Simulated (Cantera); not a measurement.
A perfectly stirred reactor is fed with CO : H₂ : CH₄ : O₂ : N₂ = 1 : 0.44 : 1.3 : 2.37 : 8.92 (molar parts), equivalence ratio 1.4, at 8.09 atm; it is adiabatic with a 600 K inlet, and is followed from long to short residence time, starting on the burning branch (τ in s: 0.13, 0.057, 0.025, 0.011, 0.005, 0.0022, 0.00098, 0.00043, 0.00019, 8.5e-05, 3.8e-05).

Cantera simulation using GRI-Mech 3.0 (53 species, 325 reactions); the numbers are that mechanism's predictions, not measurements.

Question: What does this change do: inlet temperature 600 to 448 K?

Answer: 
```json
[
 {"quantity": "blow-out, bracketed by the residence times tried", "before": "burning at 38.0 µs, the shortest tried", "after": "burning at 85.0 µs, out at 38.0 µs"},
 {"quantity": "x(CO) at τ = 0.130 s", "before": "0.0921", "after": "0.0909"},
 {"quantity": "x(H₂) at τ = 0.130 s", "before": "0.0410", "after": "0.0422"},
 {"quantity": "x(CH₄) at τ = 0.130 s", "before": "9.60e-6", "after": "3.30e-5"},
 {"quantity": "x(NO₂) at τ = 0.130 s", "before": "2.50e-9", "after": "8.76e-10"},
 {"quantity": "x(CH₂) at τ = 0.130 s", "before": "5.51e-8", "after": "6.70e-8"},
 {"quantity": "x(CO) at τ = 2.20 ms", "before": "0.0922", "after": "0.0903"},
 {"quantity": "x(H₂) at τ = 2.20 ms", "before": "0.0408", "after": "0.0410"},
 {"quantity": "x(CH₄) at τ = 2.20 ms", "before": "0.000156", "after": "0.000555"},
 {"quantity": "x(NO₂) at τ = 2.20 ms", "before": "1.00e-8", "after": "4.55e-9"},
 {"quantity": "x(CH₂) at τ = 2.20 ms", "before": "2.25e-6", "after": "2.78e-6"}
]
```
